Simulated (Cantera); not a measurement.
Feed: 1 mol B2O3, 84 mol H2, 9.7 mol N2, held at 750 Torr.

These are equilibrium values from Cantera (NASA tables, ideal gas, pure condensed phases), not measurements of a reactor. Candidate condensed phases: B, BN, B2O3, B3O3H3, H2O; 39 gas species. Kinetics and transport are ignored.

Question: At 2123 K, list the 4 most abundant gas species with their mole fractions, and the condensed phases.

Answer: H2 0.871, N2 0.102, HBO 0.0117, HBO2 0.00578. Condensed: gas only.
